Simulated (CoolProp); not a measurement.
Saturation properties of dodecamethylcyclohexasiloxane (D6).

Computed with CoolProp (reference Helmholtz-energy equation of state, Colonna 2008). It is a short technical equation, of lower accuracy than the large ones.

```json
[
 {"T (K)": "439.7", "p (kPa)": "11.79", "liquid density (kg/m³)": "807.9", "vapour density (kg/m³)": "1.460", "enthalpy of vaporisation (kJ/kg)": "120.4", "surface tension (mN/m)": "8.27"},
 {"T (K)": "453.4", "p (kPa)": "18.43", "liquid density (kg/m³)": "791.1", "vapour density (kg/m³)": "2.231", "enthalpy of vaporisation (kJ/kg)": "116.9", "surface tension (mN/m)": "7.41"},
 {"T (K)": "467", "p (kPa)": "27.76", "liquid density (kg/m³)": "774.1", "vapour density (kg/m³)": "3.295", "enthalpy of vaporisation (kJ/kg)": "113.4", "surface tension (mN/m)": "6.59"},
 {"T (K)": "480.7", "p (kPa)": "40.67", "liquid density (kg/m³)": "756.5", "vapour density (kg/m³)": "4.751", "enthalpy of vaporisation (kJ/kg)": "109.8", "surface tension (mN/m)": "5.80"},
 {"T (K)": "494.4", "p (kPa)": "57.98", "liquid density (kg/m³)": "738.3", "vapour density (kg/m³)": "6.692", "enthalpy of vaporisation (kJ/kg)": "106.0", "surface tension (mN/m)": "5.06"},
 {"T (K)": "508", "p (kPa)": "80.50", "liquid density (kg/m³)": "719.5", "vapour density (kg/m³)": "9.222", "enthalpy of vaporisation (kJ/kg)": "102.1", "surface tension (mN/m)": "4.35"},
 {"T (K)": "521.7", "p (kPa)": "109.7", "liquid density (kg/m³)": "699.7", "vapour density (kg/m³)": "12.53", "enthalpy of vaporisation (kJ/kg)": "97.94", "surface tension (mN/m)": "3.68"},
 {"T (K)": "535.3", "p (kPa)": "146.3", "liquid density (kg/m³)": "678.9", "vapour density (kg/m³)": "16.78", "enthalpy of vaporisation (kJ/kg)": "93.55", "surface tension (mN/m)": "3.06"},
 {"T (K)": "549", "p (kPa)": "192.3", "liquid density (kg/m³)": "656.6", "vapour density (kg/m³)": "22.29", "enthalpy of vaporisation (kJ/kg)": "88.79", "surface tension (mN/m)": "2.48"},
 {"T (K)": "562.6", "p (kPa)": "248.6", "liquid density (kg/m³)": "632.8", "vapour density (kg/m³)": "29.36", "enthalpy of vaporisation (kJ/kg)": "83.60", "surface tension (mN/m)": "1.95"},
 {"T (K)": "576.3", "p (kPa)": "317.9", "liquid density (kg/m³)": "606.5", "vapour density (kg/m³)": "38.63", "enthalpy of vaporisation (kJ/kg)": "77.78", "surface tension (mN/m)": "1.46"},
 {"T (K)": "589.9", "p (kPa)": "401.3", "liquid density (kg/m³)": "577.4", "vapour density (kg/m³)": "50.82", "enthalpy of vaporisation (kJ/kg)": "71.21", "surface tension (mN/m)": "1.03"},
 {"T (K)": "603.6", "p (kPa)": "502.6", "liquid density (kg/m³)": "543.8", "vapour density (kg/m³)": "67.47", "enthalpy of vaporisation (kJ/kg)": "63.45", "surface tension (mN/m)": "0.659"},
 {"T (K)": "617.2", "p (kPa)": "623.3", "liquid density (kg/m³)": "504.2", "vapour density (kg/m³)": "90.83", "enthalpy of vaporisation (kJ/kg)": "54.06", "surface tension (mN/m)": "0.355"}
]
```

It boils at 518.1 K under 1 atm.

Surface tension comes from a separate correlation (Mulero 2014).
